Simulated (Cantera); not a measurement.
What does this Cantera script print?

```python
import numpy as np
import cantera as ct

gas_names = """
    N NO NO2 NO3 N2 N2O O O2 O3 Pb PbO Pb2
""".split()
cond_names = """
    Pb(cr) Pb(L) PbO(rd) PbO(yw) PbO(L) PbO2(s) Pb3O4(s)
""".split()


def load(file, names, dense=False):
    # The tables refer to 1 bar. Condensed volumes are neglected.
    table = {s.name: s for s in ct.Species.list_from_file(file)}
    out = []
    for n in names:
        d = dict(table[n].input_data)
        d["thermo"] = dict(d["thermo"], **{"reference-pressure": 1e5})
        if dense:
            d["equation-of-state"] = {"model": "constant-volume", "density": "1e6 g/cm^3"}
        out.append(ct.Species.from_dict(d))
    return out


gas = ct.Solution(thermo="ideal-gas", species=load("nasa_gas.yaml", gas_names))
cond = {s.name: ct.Solution(thermo="fixed-stoichiometry", species=[s], name=s.name)
        for s in load("nasa_condensed.yaml", cond_names, dense=True)}
atoms = {
    'Pb': {'Pb': 1},
    'N2': {'N': 2},
    'O2': {'O': 2},
}
top_T = {'Pb3O4(s)': 820}  # K; cautious upper limits of use, not melting points


def equilibrate(T, P, feed):
    n = {}
    for name, mol in feed.items():
        for a, k in atoms[name].items():
            n[a] = n.get(a, 0.0) + k * mol
    gas.TPX = T, P, n
    mass = sum(n.values()) * gas.mean_molecular_weight
    gas.equilibrate("TP")
    valid = [c for c in cond.values() if c.min_temp <= T <= top_T.get(c.name, c.max_temp)]
    mix = ct.Mixture([(gas, mass / gas.mean_molecular_weight)] + [(c, 0.0) for c in valid])
    mix.T, mix.P = T, P
    mix.equilibrate("TP", solver="vcs", rtol=1e-11, max_steps=5000)
    return mix


results = []
feed = {'Pb': 1, 'N2': 7.2, 'O2': 0.56}  # mol
T = 1373.15  # K
P = 1333.22  # Pa
mix = equilibrate(T, P, feed)
results.append((T, P, feed, dict(zip(mix.species_names, mix.species_moles))))
print(gas.report(threshold=0.001))
for i in range(1, mix.n_phases):
    print(f"{mix.phase(i).name:16s} {mix.phase_moles(i):12.5e} mol")
```

Result:

```
       temperature   1373.2 K
          pressure   1333.2 Pa
           density   0.0059897 kg/m^3
  mean mol. weight   51.293 kg/kmol
   phase of matter   gas

                          1 kg             1 kmol
                     ---------------   ---------------
          enthalpy        8.7086e+05        4.4669e+07  J
   internal energy        6.4827e+05        3.3252e+07  J
           entropy            5544.6         2.844e+05  J/K
    Gibbs function       -6.7427e+06       -3.4585e+08  J
 heat capacity c_p            672.54             34496  J/K
 heat capacity c_v            510.44             26182  J/K

                      mass frac. Y      mole frac. X     chem. pot. / RT
                     ---------------   ---------------   ---------------
                N2           0.47252           0.86517           -30.207
                O2         0.0090355          0.014484           -36.053
                Pb          0.059456          0.014718           -14.393
               PbO           0.45889           0.10546           -32.419
     [   +8 minor]        0.00010089        0.00017175

Pb(L)             0.00000e+00 mol
PbO(L)            0.00000e+00 mol
```

Equilibrium computed with Cantera from the NASA thermochemical tables; the gas is ideal and each condensed phase is pure. Gases not in the tables: (PbO)n polymers.
